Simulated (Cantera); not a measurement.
**Stirred combustor or abatement burner**

A perfectly stirred reactor is fed with CH4 : O2 : N2 = 1 : 2.41 : 9.06 (molar parts), equivalence ratio 0.83, at 1.20 bar; it is adiabatic with a 423 K inlet, and is followed from long to short residence time, starting on the burning branch (τ in s: 0.1, 0.056, 0.03, 0.016, 0.0088, 0.0047, 0.0026, 0.0014, 0.00074, 0.0004, 0.00022, 0.00012, 6.3e-05).

Cantera simulation using GRI-Mech 3.0 (53 species, 325 reactions); the numbers are that mechanism's predictions, not measurements.

| τ (s) | T (K) | x CH4 | x O2 | x C2H2 | x NO | x H |
|---|---|---|---|---|---|---|
| 0.10 | 2121 | 3.61e-6 | 0.0329 | 2.74e-10 | 0.000650 | 0.000118 |
| 0.056 | 2117 | 5.88e-6 | 0.0331 | 6.40e-10 | 0.000454 | 0.000147 |
| 0.030 | 2110 | 9.60e-6 | 0.0334 | 1.40e-9 | 0.000318 | 0.000204 |
| 0.016 | 2098 | 1.52e-5 | 0.0339 | 2.67e-9 | 0.000232 | 0.000307 |
| 0.0088 | 2082 | 2.31e-5 | 0.0345 | 4.48e-9 | 0.000175 | 0.000475 |
| 0.0047 | 2060 | 3.55e-5 | 0.0353 | 7.27e-9 | 0.000133 | 0.000764 |
| 0.0026 | 2033 | 5.36e-5 | 0.0364 | 1.13e-8 | 0.000102 | 0.00119 |
| 0.0014 | 1997 | 8.39e-5 | 0.0377 | 1.82e-8 | 7.84e-5 | 0.00184 |
| 0.00074 | 1954 | 0.000137 | 0.0395 | 3.16e-8 | 5.94e-5 | 0.00276 |
| 0.00040 | 1905 | 0.000229 | 0.0417 | 5.93e-8 | 4.47e-5 | 0.00387 |
| 0.00022 | 1850 | 0.000402 | 0.0446 | 1.26e-7 | 3.24e-5 | 0.00501 |
| 0.00012 | 1785 | 0.000792 | 0.0491 | 3.48e-7 | 2.11e-5 | 0.00581 |
| 6.3e-5 | 423 | 0.0802 | 0.193 | <1e-12 | <1e-12 | <1e-12 |
x: mole fraction; the columns are a selection and need not sum to one.
